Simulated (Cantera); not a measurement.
**Adiabatic ignition**

An adiabatic, constant-pressure homogeneous reactor starts with H₂ : O₂ : N₂ : NO = 1 : 0.532 : 6.38 : 0.025 (molar parts), at 1723 K and 10.0 bar.

Detailed kinetics in Cantera: GRI-Mech 3.0 (53 species, 325 reactions). The hydrogen kinetics of GRI-Mech 3.0 are dated; newer H2 mechanisms differ, most at raised pressure.

```
t (s)     T (K)     x H₂     x O₂     x NO       x O   x N₂    x H₂O    x HO₂
--------  -----  -------  -------  -------  --------  -----  -------  -------
1.00e-6    1724    0.124   0.0662  0.00314  0.000136  0.804  0.00116  6.49e-5
3.98e-6    2277   0.0191   0.0117  0.00331   0.00502  0.837    0.100  1.70e-5
1.59e-5    2493  0.00840  0.00685  0.00339   0.00108  0.851    0.121  4.34e-6
6.32e-5    2545  0.00440  0.00531  0.00342  0.000445  0.854    0.127  2.12e-6
0.000252   2547  0.00419  0.00521  0.00348  0.000418  0.855    0.127  2.02e-6
0.00100    2547  0.00421  0.00513  0.00366  0.000414  0.854    0.127  2.00e-6
0.00399    2546  0.00424  0.00502  0.00394  0.000408  0.854    0.127  1.96e-6
0.0159     2546  0.00425  0.00499  0.00401  0.000407  0.854    0.127  1.95e-6
0.0633     2546  0.00425  0.00499  0.00401  0.000407  0.854    0.127  1.95e-6
0.252      2546  0.00425  0.00499  0.00401  0.000407  0.854    0.127  1.95e-6
1.00       2546  0.00425  0.00499  0.00401  0.000407  0.854    0.127  1.95e-6
4.00       2546  0.00425  0.00499  0.00401  0.000407  0.854    0.127  1.95e-6
```
x: mole fraction; the columns are a selection and need not sum to one.

The time of steepest temperature rise comes out as 1.68 µs. The temperature at 4.00 s is 2546 K. The equilibrium temperature is 2546 K and the x(H₂) at 4.00 s is 0.00425 (gas-phase equilibrium 0.00425). The x(O₂) at 4.00 s is 0.00499 (gas-phase equilibrium 0.00499) and the x(NO) at 4.00 s is 0.00401 (gas-phase equilibrium 0.00401).
